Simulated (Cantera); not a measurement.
A freely propagating, adiabatic, planar premixed flame of CH4 : C2H6 : C3H8 : O2 : N2 : H2O = 1 : 0.81 : 1.4 : 9.1 : 36.4 : 5.6 (molar parts), equivalence ratio 1.3, unburnt at 398 K and 3750 Torr; mixture-averaged transport, grid criteria slope 0.08 and curve 0.16, no radiation.

Detailed kinetics in Cantera: GRI-Mech 3.0 (53 species, 325 reactions). GRI-Mech 3.0 was tuned for natural gas; its chemistry of propane as a main component is partial and can be far from experiment. Burning velocities carry a grid error of a few per cent, more on coarse grids.

x: mole fraction of selected species; z is measured from the peak of heat release.

```tsv
z (mm)	T (K)	u (m/s)	x CH4	x C2H6	x C3H8	x C2H4	x C2H	x NO
-0.743	398	0.145	0.0184	0.0149	0.0257	7.35e-7	<1e-8	<1e-8
-0.495	403	0.147	0.0182	0.0148	0.0256	1.05e-5	<1e-8	<1e-8
-0.371	423	0.155	0.0180	0.0147	0.0255	7.62e-5	<1e-8	<1e-8
-0.248	537	0.199	0.0169	0.0140	0.0247	0.000702	<1e-8	1.48e-8
-0.124	___	0.368	___	___	___	___	<1e-8	___
-0.0619	1326	0.517	0.0105	0.00428	0.00634	0.00795	<1e-8	1.58e-6
0	1673	0.662	0.00569	0.000377	0.000115	0.00335	1.89e-7	3.15e-6
0.0619	1846	0.730	0.00209	1.90e-5	5.43e-8	0.000293	4.41e-7	5.46e-6
0.124	1906	0.752	0.000978	3.28e-6	<1e-8	3.40e-5	2.88e-7	7.45e-6
0.248	1938	0.763	0.000496	4.58e-7	<1e-8	4.66e-6	1.04e-7	9.19e-6
0.495	1948	0.766	___	___	<1e-8	___	___	9.99e-6
0.990	1950	0.767	0.000297	2.33e-8	<1e-8	7.88e-7	1.32e-8	1.04e-5
1.98	1950	0.767	0.000216	1.05e-8	<1e-8	4.39e-7	<1e-8	1.11e-5
```

### Question
Fill in the missing entries.

### Answer

- -0.124, T (K): 966
- -0.124, x CH4: 0.0135
- -0.124, x C2H6: 0.00948
- -0.124, x C3H8: 0.0173
- -0.124, x C2H4: 0.00468
- -0.124, x NO: 4.17e-7
- 0.495, x CH4: 0.000358
- 0.495, x C2H6: 7.64e-8
- 0.495, x C2H4: 1.44e-6
- 0.495, x C2H: 3.13e-8
